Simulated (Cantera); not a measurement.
A closed system holds: 1 mol B₂H₆, 0.23 mol H₂O, held at 2148 K and 1.00 Torr.

Method: chemical equilibrium by Gibbs-energy minimisation in Cantera with the NASA 1993 tables (ideal gas, pure condensed phases). Candidate condensed phases: B, B₂O₃, B₃O₃H₃, H₂O; 23 gas species. The feed counts by its element totals alone. The tables' values for BH₂ are old estimates; treat these amounts as uncertain. The numbers say what is thermodynamically allowed, not how fast it happens.

Base state: H₂ 0.832, H 0.104, BO 0.0369, HBO 0.0232, B₂O₂ 0.00144, B 0.000988, BH₂ 0.000857, B₂O 0.000769 (mole fractions); condensed: B(s).

Problem. What changes in the equilibrium state with this change: H₂O from 0.23 to 0.11 mol?

Solution. 
```csv
species,before,after
H₂,0.832,0.860
H,0.104,0.106
BO,0.0369,0.0191
HBO,0.0232,0.0122
B₂O₂,0.00144,0.000386
B₂O,0.000769,0.000398
"B(s), mol",1.76,1.88
```

Problem. What changes in the equilibrium state with this change: temperature from 2148 K to 1775 K?

Solution. 
| species | before | after |
|---|---|---|
| H₂ | 0.832 | 0.933 |
| HBO | 0.0232 | 0.0443 |
| B₂O₂ | 0.00144 | 0.00839 |
| H | 0.104 | 0.00766 |
| BO | 0.0369 | 0.00667 |
| B | 0.000988 | 1.46e-6 |
| BH | 4.54e-5 | 2.99e-7 |
| B₂O₃ | 1.32e-6 | 0.000104 |
| B(s), mol | 1.76 | 1.77 |

Problem. What changes in the equilibrium state with this change: H₂O from 0.23 to 20 mol?

Solution. 
| species | before | after |
|---|---|---|
| H₂O | 1.04e-6 | 0.610 |
| H₂ | 0.832 | 0.231 |
| HBO₂ | 3.25e-6 | 0.0736 |
| OH | 1.68e-8 | 0.0186 |
| HBO | 0.0232 | 0.000250 |
| BO | 0.0369 | 0.000753 |
| H | 0.104 | 0.0549 |
| O₂ | <1e-9 | 0.00349 |
| O | 1.48e-9 | 0.00312 |
| B | 0.000988 | <1e-9 |
| BH₂ | 0.000857 | <1e-9 |
| B₂O | 0.000769 | <1e-9 |
| B(s), mol | 1.76 | 0 |
